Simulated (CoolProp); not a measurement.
A simple Rankine cycle with n-perfluorohexane: condensing at 315.15 K, boiler at 1.2 MPa, turbine inlet 443.5 K, turbine efficiency 0.65, pump efficiency 0.7, no recuperator. Each further row changes one setting.

Values from CoolProp's reference Helmholtz-energy equation of state, Gao 2022.

```csv
case,thermal efficiency (%),net work (kJ/kg),heat in (kJ/kg),turbine exit temperature (K),volume ratio over the turbine
as stated,8.8,17.1,194,411.7,27.8
condensing temperature 307.15 K,9.4,19.1,202,409.5,38.0
boiler pressure 0.84 MPa,8.0,16.0,200,418.7,16.7
turbine efficiency 0.55,7.4,14.3,194,414.5,28.0
```
